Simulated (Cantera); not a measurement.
A perfectly stirred reactor is fed with 0.585 % CH4, 99.4 % N2, at 1.01 bar; it is held at 1350 K, and followed from long to short residence time.

Cantera simulation using GRI-Mech 3.0 (53 species, 325 reactions); the numbers are that mechanism's predictions, not measurements. GRI-Mech 3.0 stops at C3 and has no aromatics, soot or wall deposition, so with more carbon than oxygen in the feed, carbon stays in small species such as C2H2 where larger ones or solid carbon would form.

Predict: x(CH4) at τ = 2.30 s; x(C2H2) at τ = 2.30 s; x(CH3) at τ = 2.30 s; x(C2H4) at τ = 2.30 s; x(CH4) at τ = 12.0 ms; x(CH3) at τ = 12.0 ms; x(C2H4) at τ = 12.0 ms.


```
Quantity                  Result
----------------------  --------
x(CH4) at τ = 2.30 s     0.00546
x(C2H2) at τ = 2.30 s   0.000134
x(CH3) at τ = 2.30 s     4.22e-6
x(C2H4) at τ = 2.30 s    4.54e-5
x(CH4) at τ = 12.0 ms    0.00585
x(CH3) at τ = 12.0 ms    8.50e-7
x(C2H4) at τ = 12.0 ms   2.18e-8
```
